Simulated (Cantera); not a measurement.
# Formation from one mole of O2

Cantera with NASA thermochemical tables; ideal gases at 1 bar, condensed phases pure. Values are per mole of reaction as written; species without (g) are pure solids or liquids, kept so even where they would boil at 1 bar.

Nb + O2(g) ⇌ NbO2(g)

```csv
T (K),ΔH° (kJ),ΔS° (J/K),ΔG° (kJ),log10 K
300,-200.0,31.2,-209.4,36.46
950,-204.5,22.9,-226.3,12.44
975,-204.7,22.7,-226.9,12.15
1000,-204.9,22.5,-227.4,11.88
1025,-205.1,22.4,-228.0,11.62
1050,-205.3,22.2,-228.5,11.37
1075,-205.4,22.0,-229.1,11.13
1100,-205.6,21.8,-229.6,10.90
1125,-205.8,21.7,-230.2,10.69
1150,-206.0,21.5,-230.7,10.48
1175,-206.2,21.3,-231.3,10.28
1200,-206.4,21.2,-231.8,10.09
```

2 Ti + O2(g) ⇌ 2 TiO(g)

```json
[
 {"T (K)": "300", "ΔH° (kJ)": "108.8", "ΔS° (J/K)": "200.3", "ΔG° (kJ)": "48.7", "log10 K": "-8.48", "condensed phases": "Ti(α)"},
 {"T (K)": "950", "ΔH° (kJ)": "97.3", "ΔS° (J/K)": "180.8", "ΔG° (kJ)": "-74.4", "log10 K": "4.09", "condensed phases": "Ti(α)"},
 {"T (K)": "975", "ΔH° (kJ)": "96.7", "ΔS° (J/K)": "180.2", "ΔG° (kJ)": "-79.0", "log10 K": "4.23", "condensed phases": "Ti(α)"},
 {"T (K)": "1000", "ΔH° (kJ)": "96.1", "ΔS° (J/K)": "179.6", "ΔG° (kJ)": "-83.5", "log10 K": "4.36", "condensed phases": "Ti(α)"},
 {"T (K)": "1025", "ΔH° (kJ)": "95.5", "ΔS° (J/K)": "178.9", "ΔG° (kJ)": "-87.9", "log10 K": "4.48", "condensed phases": "Ti(α)"},
 {"T (K)": "1050", "ΔH° (kJ)": "94.8", "ΔS° (J/K)": "178.3", "ΔG° (kJ)": "-92.4", "log10 K": "4.60", "condensed phases": "Ti(α)"},
 {"T (K)": "1075", "ΔH° (kJ)": "94.0", "ΔS° (J/K)": "177.5", "ΔG° (kJ)": "-96.8", "log10 K": "4.71", "condensed phases": "Ti(α)"},
 {"T (K)": "1100", "ΔH° (kJ)": "93.1", "ΔS° (J/K)": "176.7", "ΔG° (kJ)": "-101.3", "log10 K": "4.81", "condensed phases": "Ti(α)"},
 {"T (K)": "1125", "ΔH° (kJ)": "92.1", "ΔS° (J/K)": "175.8", "ΔG° (kJ)": "-105.7", "log10 K": "4.91", "condensed phases": "Ti(α)"},
 {"T (K)": "1150", "ΔH° (kJ)": "90.9", "ΔS° (J/K)": "174.8", "ΔG° (kJ)": "-110.1", "log10 K": "5.00", "condensed phases": "Ti(α)"},
 {"T (K)": "1175", "ΔH° (kJ)": "82.7", "ΔS° (J/K)": "167.7", "ΔG° (kJ)": "-114.3", "log10 K": "5.08", "condensed phases": "Ti(β)"},
 {"T (K)": "1200", "ΔH° (kJ)": "82.3", "ΔS° (J/K)": "167.3", "ΔG° (kJ)": "-118.5", "log10 K": "5.16", "condensed phases": "Ti(β)"}
]
```

1.333 Ti + O2(g) ⇌ 0.6667 Ti2O3

```tsv
T (K)	ΔH° (kJ)	ΔS° (J/K)	ΔG° (kJ)	log10 K	condensed phases
300	-1013.9	-194.4	-955.6	166.37	Ti(α), Ti2O3(s)
950	-1001.2	-173.4	-836.4	45.99	Ti(α), Ti2O3(s)
975	-1000.7	-172.9	-832.1	44.58	Ti(α), Ti2O3(s)
1000	-1000.2	-172.4	-827.8	43.24	Ti(α), Ti2O3(s)
1025	-999.7	-172.0	-823.5	41.96	Ti(α), Ti2O3(s)
1050	-999.3	-171.6	-819.2	40.75	Ti(α), Ti2O3(s)
1075	-999.0	-171.2	-814.9	39.60	Ti(α), Ti2O3(s)
1100	-998.6	-170.9	-810.6	38.49	Ti(α), Ti2O3(s)
1125	-998.4	-170.7	-806.4	37.44	Ti(α), Ti2O3(s)
1150	-998.3	-170.6	-802.1	36.43	Ti(α), Ti2O3(s)
1175	-1002.8	-174.5	-797.7	35.46	Ti(β), Ti2O3(s)
1200	-1002.2	-174.0	-793.4	34.53	Ti(β), Ti2O3(s)
```

2 Pb + O2(g) ⇌ 2 PbO(g)

| T (K) | ΔH° (kJ) | ΔS° (J/K) | ΔG° (kJ) | log10 K | condensed phases |
|---|---|---|---|---|---|
| 300 | 140.6 | 145.2 | 97.0 | -16.89 | Pb(s) |
| 950 | 118.3 | 107.2 | 16.4 | -0.90 | Pb(l) |
| 975 | 117.8 | 106.7 | 13.7 | -0.74 | Pb(l) |
| 1000 | 117.3 | 106.2 | 11.1 | -0.58 | Pb(l) |
| 1025 | 116.8 | 105.7 | 8.4 | -0.43 | Pb(l) |
| 1050 | 116.3 | 105.2 | 5.8 | -0.29 | Pb(l) |
| 1075 | 115.8 | 104.8 | 3.2 | -0.15 | Pb(l) |
| 1100 | 115.4 | 104.4 | 0.6 | -0.03 | Pb(l) |
| 1125 | 114.9 | 103.9 | -2.0 | 0.09 | Pb(l) |
| 1150 | 114.4 | 103.5 | -4.6 | 0.21 | Pb(l) |
| 1175 | 113.9 | 103.1 | -7.2 | 0.32 | Pb(l) |
| 1200 | 113.5 | 102.7 | -9.8 | 0.43 | Pb(l) |
